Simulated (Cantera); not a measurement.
A closed system holds: 1 mol BN, 9.5 mol O₂, 14 mol H₂, held at 2.80 Pa.

Equilibrium computed with Cantera from the NASA thermochemical tables; the gas is ideal and each condensed phase is pure. Candidate condensed phases: B, BN, B₂O₃, B₃O₃H₃, H₂O; 39 gas species. Kinetics and transport are ignored. All values below are at 1148 K.

Base state: H₂O 0.806, O₂ 0.104, HBO₂ 0.0595, N₂ 0.0298, OH 4.69e-5, B₂O₃ 4.65e-5, (HBO₂)₃ 4.21e-5, NO 1.77e-5 (mole fractions); condensed: gas only.

Question: What changes in the equilibrium state with this change: BN replaced by Si₃N₄?

Answer: 
```json
[
 {"species": "H₂O", "before": "0.806", "after": "0.812"},
 {"species": "N₂", "before": "0.0298", "after": "0.125"},
 {"species": "H₂", "before": "1.94e-6", "after": "0.0625"},
 {"species": "O₂", "before": "0.104", "after": "<1e-9"},
 {"species": "HBO₂", "before": "0.0595", "after": "0"},
 {"species": "B₂O₃", "before": "4.65e-5", "after": "0"},
 {"species": "(HBO₂)₃", "before": "4.21e-5", "after": "0"},
 {"species": "SiO₂(β-quartz), mol", "before": "0", "after": "3.00"}
]
```
The tables hold silica as quartz up to 1696 K and as liquid above; real silica turns to tridymite and cristobalite and melts near 1996 K. Further candidate phases: Si, SiO₂, Si₂N₂O, Si₃N₄.
